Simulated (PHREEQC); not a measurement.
Dissolve 0.075 mol HF, 0.0015 mol NH4HF2 and 1.3e-05 mol H4SiO4 per kg of water at 25 °C. Closed to the air; pH follows from the charge balance.

All values are PHREEQC results (ion-association model, wateq4f.dat), not measurements.

Precipitation was switched off in this run.

Question: Order these F species by the share of F that they hold, largest first: SiF6-2, HF2-, H2F2, F-, HF.

Answer: HF (69 %), H2F2 (19 %), F- (8.5 %), HF2- (3.5 %), SiF6-2 (0.10 %)

The pH is 2.22 and the ionic strength 0.00800 mol/kgw. wateq4f.dat counts part of the HF as a dimer, H2F2, which phreeqc.dat doesn't know; its constant is uncertain. SiF6-2 is the database's only silicon fluoride.
